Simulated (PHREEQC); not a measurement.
Make-up at 55 °C: 0.004 mol CuSO4, 0.055 mol HNO3 and 0.00084 mol Na2SO4 per kg of water. Closed to the air; pH follows from the charge balance.

The numbers come from PHREEQC with the ion-association model, wateq4f.dat.

```csv
quantity,before,after
pH,1.37,2.11
ionic strength (mol/kgw),0.0653,0.0230
HSO4- (mol/kgw),0.00382,0.00213
SO4-2 (mol/kgw),0.000869,0.00214
NaSO4- (mol/kgw),3.51e-6,1.16e-5
SI of Mirabilite (Na2SO4:10H2O),-9.36,-8.78
```

### Question
Which change was made?
A. temperature from 55 to 20 °C
B. HNO3 from 0.055 to 0.011 mol/kgw
C. CuSO4 replaced by Ag2SO4 at the same molality
D. diluted 100-fold with water

### Answer
B, HNO3 from 0.055 to 0.011 mol/kgw

This is a speciation only: nothing precipitates in the calculation. Constants without temperature data keep their 25 °C values here.
